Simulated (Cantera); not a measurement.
What does this Cantera script print?

```python
import numpy as np
import cantera as ct

gas = ct.Solution("gri30.yaml")
gas.TPX = 425, 100000, {'CH4': 1, 'H2': 0.05, 'O2': 2.05, 'N2': 7.69, 'H2O': 0.071}
flame = ct.FreeFlame(gas, width=0.04)
flame.set_refine_criteria(ratio=3, slope=0.08, curve=0.16)
flame.transport_model = "mixture-averaged"
flame.solve(loglevel=0, auto=True)
z, T = flame.grid, flame.T
thick = (T[-1] - T[0]) / np.gradient(T, z).max()
show = ['CH4', 'H2', 'O2', 'HO2', 'HCO', 'HCN']
print(f"laminar burning velocity  {flame.velocity[0] * 100:.3f} cm/s")
print(f"burnt temperature         {T[-1]:.1f} K")
print(f"thermal thickness         {thick * 1e3:.4f} mm")
print(f"grid points               {len(z)}")
z0 = z[flame.heat_release_rate.argmax()]
print(f"{'z/mm':>9s}{'T/K':>9s}{'u/(m/s)':>9s}" + "".join(f"{s:>11s}" for s in show))
rows = []
for k in (-3, -2, -1.5, -1, -0.5, -0.25, 0, 0.25, 0.5, 1, 2, 4, 8):
    zz = z0 + k * thick
    rows.append([k * thick, np.interp(zz, z, T), np.interp(zz, z, flame.velocity),
                 *(np.interp(zz, z, flame.X[gas.species_index(s)]) for s in show)])
    print(f"{rows[-1][0] * 1e3:9.3f}{rows[-1][1]:9.1f}{rows[-1][2]:9.3f}" + "".join(f"{x:11.3e}" for x in rows[-1][3:]))
```

It prints:

```
laminar burning velocity  68.958 cm/s
burnt temperature         2279.3 K
thermal thickness         0.3893 mm
grid points               150
     z/mm      T/K  u/(m/s)        CH4         H2         O2        HO2        HCO        HCN
   -1.168    425.1    0.690  9.202e-02  5.089e-03  1.887e-01  2.985e-08  1.635e-18  9.692e-12
   -0.779    426.3    0.693  9.182e-02  6.237e-03  1.884e-01  4.991e-07  1.979e-15  2.378e-10
   -0.584    432.2    0.704  9.129e-02  7.814e-03  1.878e-01  2.989e-06  2.290e-13  1.935e-09
   -0.389    485.3    0.794  8.781e-02  1.131e-02  1.840e-01  2.962e-05  1.533e-10  3.082e-08
   -0.195    889.7    1.475  6.358e-02  1.747e-02  1.522e-01  1.498e-04  3.642e-07  5.286e-07
   -0.097   1320.8    2.210  3.530e-02  2.058e-02  1.108e-01  1.663e-04  1.092e-05  1.447e-06
    0.000   1719.1    2.896  8.258e-03  2.041e-02  6.236e-02  1.023e-04  4.993e-05  2.948e-06
    0.097   1878.7    3.162  5.512e-04  1.575e-02  3.499e-02  1.764e-05  1.556e-05  2.469e-06
    0.195   1926.0    3.228  1.792e-05  1.334e-02  2.595e-02  7.883e-06  8.142e-07  9.420e-07
    0.389   1981.2    3.301  3.493e-08  1.260e-02  2.116e-02  5.799e-06  4.747e-08  1.126e-07
    0.779   2049.4    3.399  3.126e-12  1.141e-02  1.814e-02  4.220e-06  2.687e-08  2.981e-09
    1.557   2124.1    3.507  1.404e-16  9.335e-03  1.523e-02  2.815e-06  1.356e-08  1.115e-11
    3.115   2191.2    3.602  6.006e-17  7.153e-03  1.238e-02  1.822e-06  5.962e-09  3.474e-12
```

Computed with Cantera and GRI-Mech 3.0 (53 species, 325 reactions). Burning velocities carry a grid error of a few per cent, more on coarse grids.
